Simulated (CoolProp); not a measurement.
Vapour-liquid equilibrium of p-xylene (1) + n-decane (2) at 0.0212 bar; x and y are mole fractions of (1).

Model: multi-fluid Helmholtz-energy mixture model, Zhou 2012 and Lemmon 2006; pair parameters Bell 2016, in CoolProp.

```tsv
x	bubble temperature, mixture model (K)	bubble temperature, Raoult's law (K)	y, mixture model	y, Raoult's law
0.05	335.9	336.5	0.212	0.187
0.15	330.0	331.3	0.480	0.447
0.25	325.6	327.0	0.637	0.613
0.35	322.1	323.4	0.739	0.726
0.45	319.2	320.3	0.810	0.806
0.55	316.8	317.7	0.862	0.864
0.65	314.7	315.3	0.903	0.908
0.75	312.9	313.2	0.936	0.942
0.85	311.2	311.3	0.964	0.969
0.95	309.6	309.6	0.989	0.991
```

The largest gap from Raoult's law is -1.4 K in bubble temperature, at x = 0.25. No azeotrope shows between x = 0.05 and 0.95.

Pair parameters are fitted to limited data, so mixtures are less certain than the pure fluids.
